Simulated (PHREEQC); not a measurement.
Dissolve 1.1 mmol/kgw HNO3 and 62 mmol/kgw K2SO4 at 46 °C. Closed to the air; pH follows from the charge balance.

Equilibrium calculation in PHREEQC: ion-association model, phreeqc.dat.

| quantity | before | after |
|---|---|---|
| pH | 3.59 | 3.89 |
| ionic strength (mol/kgw) | 0.156 | 0.156 |
| KSO4- (mol/kgw) | 0.0148 | 0.0149 |

Question: What was changed between the two runs?
A. HNO3 left out
B. HNO3 from 0.0011 to 0.00055 mol/kgw
C. HNO3 from 0.0011 to 0.0022 mol/kgw
D. K2SO4 from 0.062 to 0.0682 mol/kgw

Answer: B, HNO3 from 0.0011 to 0.00055 mol/kgw

Precipitation was switched off in this run. At this temperature some constants are extrapolated from 25 °C, and those without enthalpy data are left unchanged.
